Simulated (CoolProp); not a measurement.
R124 along the isotherm 407.1 K: fugacity coefficient from the reference equation and from simpler models built on Tc = 395.4 K, pc = 3.624 MPa, ω = 0.288; each cubic takes its own stable root.

Model: reference Helmholtz-energy equation of state, de Vries 1995, in CoolProp.

| p (MPa) | phase | reference |
|---|---|---|
| 0.0172 | gas | 0.9985 |
| 0.029 | gas | 0.9975 |
| 0.049 | gas | 0.9958 |
| 0.0826 | gas | 0.9929 |
| 0.139 | gas | 0.9880 |
| 0.235 | gas | 0.9798 |
| 0.397 | gas | 0.9660 |
| 0.67 | gas | 0.9428 |
| 1.13 | gas | 0.9042 |
| 1.91 | gas | 0.8397 |
| 3.22 | gas | 0.7324 |
| 5.44 | supercritical | 0.5400 |

### Question
How far does each simpler model (van der Waals, Redlich-Kwong, Soave-Redlich-Kwong, Peng-Robinson) lie from the reference over these 12 states: mean and median of the absolute difference, and the worst?

### Answer
- van der Waals: mean 1.0 %, median 0.3 %, worst +4.5 % at 407.1 K and 5.44 MPa
- Redlich-Kwong: mean 0.1 %, median 0.0 %, worst +0.6 % at 407.1 K and 5.44 MPa
- Soave-Redlich-Kwong: mean 0.3 %, median 0.0 %, worst +2.6 % at 407.1 K and 5.44 MPa
- Peng-Robinson: mean 0.7 %, median 0.3 %, worst -2.4 % at 407.1 K and 3.22 MPa
